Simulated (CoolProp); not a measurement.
Vapour-liquid equilibrium of propylene (1) + dimethyl ether (2) at -13.65 °C; x and y are mole fractions of (1).

Computed with CoolProp (multi-fluid Helmholtz-energy mixture model, Lemmon 2013 and Wu 2011; pair parameters Bell 2016).

```tsv
x	bubble pressure (bar)	y at the bubble point	dew pressure at overall composition x (bar)	liquid density (mol/L)
0.05	1.756	0.126	1.663	15.50
0.2	2.173	0.393	1.856	15.15
0.35	2.544	0.566	2.094	14.80
0.5	2.874	0.692	2.391	14.46
0.65	3.174	0.794	2.758	14.14
0.8	3.451	0.883	3.193	13.83
0.95	3.713	0.970	3.653	13.54
```

No azeotrope shows between x = 0.05 and 0.95.

The pair parameters rest on a limited set of measurements; away from them the model extrapolates.
